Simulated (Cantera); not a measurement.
What does this Cantera script print?

```python
import numpy as np
import cantera as ct

gas = ct.Solution("gri30.yaml")
gas.TPX = 1100, 760000, {'C3H8': 1, 'O2': 6.49, 'N2': 63, 'CO2': 9.4}
reactor = ct.IdealGasConstPressureReactor(gas, energy="on", clone=False)
net = ct.ReactorNet([reactor])
net.rtol, net.atol = 1e-08, 1e-16
show = ['C3H8', 'O2', 'CO2', 'NO', 'C2H6']
times = np.geomspace(7e-06, 0.8, 16)

steps = ct.SolutionArray(gas, extra=["t"])
rows = []
print(f"{'t/s':>10s}{'T/K':>9s}{'P/Pa':>11s}" + "".join(f"{s:>11s}" for s in show))
for t in times:
    while net.time < t:
        t_next = net.step()
        steps.append(gas.state, t=t_next)
    rows.append([np.interp(t, steps.t, y) for y in (steps.T, steps.P, *steps(*show).X.T)])
    print(f"{t:10.3e}{rows[-1][0]:9.1f}{rows[-1][1]:11.4g}" + "".join(f"{x:11.3e}" for x in rows[-1][2:]))
rate = np.gradient(steps.T, steps.t)
print("integrator steps:", len(steps.t))
if steps.T.max() > steps.T[0] + 200:
    print(f"time of steepest temperature rise: {steps.t[rate.argmax()]:.4e} s")
gas.TPX = 1100, 760000, {'C3H8': 1, 'O2': 6.49, 'N2': 63, 'CO2': 9.4}
gas.equilibrate("HP")
print(f"equilibrium (HP): T = {gas.T:.1f} K  " + "  ".join(f"{s} {gas[s].X[0]:.3e}" for s in show))
```

It prints:

```
       t/s      T/K       P/Pa       C3H8         O2        CO2         NO       C2H6
 7.000e-06   1100.0    7.6e+05  1.252e-02  8.124e-02  1.177e-01  5.017e-22  1.488e-12
 1.522e-05   1100.0    7.6e+05  1.252e-02  8.124e-02  1.177e-01  1.440e-21  1.580e-11
 3.307e-05   1100.0    7.6e+05  1.252e-02  8.124e-02  1.177e-01  4.343e-21  1.694e-10
 7.189e-05   1100.0    7.6e+05  1.252e-02  8.124e-02  1.177e-01  1.589e-20  1.877e-09
 1.563e-04   1100.0    7.6e+05  1.252e-02  8.124e-02  1.177e-01  8.469e-20  2.258e-08
 3.397e-04   1100.0    7.6e+05  1.251e-02  8.123e-02  1.177e-01  7.355e-19  2.854e-07
 7.384e-04   1100.0    7.6e+05  1.250e-02  8.123e-02  1.177e-01  4.775e-18  2.182e-06
 1.605e-03   1100.0    7.6e+05  1.247e-02  8.122e-02  1.177e-01  1.547e-17  7.487e-06
 3.489e-03   1100.0    7.6e+05  1.240e-02  8.119e-02  1.176e-01  4.299e-17  1.962e-05
 7.584e-03   1100.2    7.6e+05  1.222e-02  8.110e-02  1.176e-01  1.325e-16  4.949e-05
 1.649e-02   1101.0    7.6e+05  1.161e-02  8.077e-02  1.176e-01  7.040e-16  1.405e-04
 3.583e-02   1753.3    7.6e+05  3.410e-44  1.841e-02  1.532e-01  2.921e-06 -2.576e-31
 7.789e-02   1753.3    7.6e+05  8.907e-53  1.841e-02  1.532e-01  3.626e-06 -5.514e-40
 1.693e-01   1753.3    7.6e+05  3.777e-51  1.841e-02  1.532e-01  5.158e-06 -3.438e-38
 3.680e-01   1753.3    7.6e+05  1.862e-51  1.841e-02  1.532e-01  8.486e-06 -2.032e-39
 8.000e-01   1753.3    7.6e+05 -2.940e-51  1.841e-02  1.532e-01  1.570e-05  5.970e-40
integrator steps: 2134
time of steepest temperature rise: 2.7667e-02 s
equilibrium (HP): T = 1751.0 K  C3H8 4.469e-65  O2 1.790e-02  CO2 1.532e-01  NO 1.021e-03  C2H6 5.773e-45
```

Cantera simulation using GRI-Mech 3.0 (53 species, 325 reactions); the numbers are that mechanism's predictions, not measurements.
